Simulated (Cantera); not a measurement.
A closed system holds: 1 mol Al₂O₃, a varied amount of H₂, 87 mol N₂, equilibrated at 1948.15 K and 28.5 Torr.

Equilibrium computed with Cantera from the NASA thermochemical tables; the gas is ideal and each condensed phase is pure. Candidate condensed phases: Al, AlN, Al₂O₃, H₂O; 35 gas species. Kinetics and transport are ignored.

x: gas mole fraction; n: condensed amount in mol.

```csv
n(H₂) (mol),x N₂,x H₂,x H,x H₂O,x Al,x Al₂O,x AlOH,n Al₂O₃(s)
0.64,0.992,0.00705,0.000487,9.86e-6,5.80e-6,(withheld),3.05e-7,1.000
1.1,0.987,0.0121,0.000640,1.38e-5,7.96e-6,(withheld),4.45e-7,1.000
1.9,0.978,0.0209,0.000839,1.92e-5,1.09e-5,(withheld),6.49e-7,0.999
3.4,0.962,0.0370,0.00112,2.72e-5,1.52e-5,(withheld),9.64e-7,0.999
5.9,0.936,0.0627,0.00145,3.77e-5,2.06e-5,(withheld),1.39e-6,0.999
10,0.896,0.102,0.00185,5.08e-5,2.73e-5,(withheld),1.95e-6,0.998
18,0.828,0.170,0.00239,6.96e-5,3.66e-5,(withheld),2.77e-6,0.997
31,0.736,0.261,0.00296,9.08e-5,4.67e-5,(withheld),3.72e-6,0.996
54,0.616,0.380,0.00358,0.000115,5.79e-5,(withheld),4.83e-6,0.994
```

Complete the blanks.


- 0.64, x Al₂O: 5.18e-7
- 1.1, x Al₂O: 7.91e-7
- 1.9, x Al₂O: 1.21e-6
- 3.4, x Al₂O: 1.87e-6
- 5.9, x Al₂O: 2.81e-6
- 10, x Al₂O: 4.09e-6
- 18, x Al₂O: 6.04e-6
- 31, x Al₂O: 8.37e-6
- 54, x Al₂O: 1.11e-5
